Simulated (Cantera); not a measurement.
Charge: 1 mol Si, 0.85 mol N2O, 220 mol H2, equilibrated at 1825 K and 0.00580 bar.

These are equilibrium values from Cantera (NASA tables, ideal gas, pure condensed phases), not measurements of a reactor. Gases not in the tables: Si2H6 and higher silanes. Equilibrium is a limit: real reactors are often held back by kinetics, nucleation or transport.

```tsv
species	before	after
H2	0.986	0.945
H	0.00574	0.0464
N2	0.00382	0.00374
SiO	0.00382	0.00374
SiH2	2.64e-5	4.14e-6
SiH	4.74e-5	2.41e-5
Si	0.000589	0.000632
```
Gas species are given as mole fractions.

### Question
What was changed between the two runs?
(A) temperature from 1825 K to 1098 K
(B) temperature from 1825 K to 2125 K
(C) N2O from 0.85 to 0.54 mol
(D) temperature from 1825 K to 1973 K

### Answer
B, temperature from 1825 K to 2125 K
